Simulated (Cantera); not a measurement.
Feed: 1 mol Fe₂O₃, 6.6 mol CO, 15 mol N₂, held at 2323 K and 0.610 bar.

These are equilibrium values from Cantera (NASA tables, ideal gas, pure condensed phases), not measurements of a reactor. Candidate condensed phases: C, Fe, Fe(CO)₅, FeO, Fe₂O₃, Fe₃O₄; 27 gas species. The tables' stoichiometric FeO is somewhat more stable than real wüstite, so its field is too wide. FeO: taken at fixed stoichiometry. Rates play no part.

Base state: N₂ 0.690, CO 0.252, CO₂ 0.0514, Fe 0.00554, FeO 0.000248, NO 0.000118, O 2.54e-5, O₂ 1.22e-5 (mole fractions); condensed: FeO(l).

Task: What changes in the equilibrium state with this change: Fe₂O₃ replaced by PbO?

Result: 
```csv
species,before,after
N₂,0.690,0.664
CO,0.252,0.248
Pb,0,0.0437
CO₂,0.0514,0.0436
Fe,0.00554,0
PbO,0,0.000547
FeO,0.000248,0
O₂,1.22e-5,9.07e-6
NO,0.000118,9.92e-5
O,2.54e-5,2.19e-5
"FeO(l), mol",1.87,0
```
Gases not in the tables: (PbO)n polymers. Further candidate phases: Pb, PbO, PbO₂, Pb₃O₄.
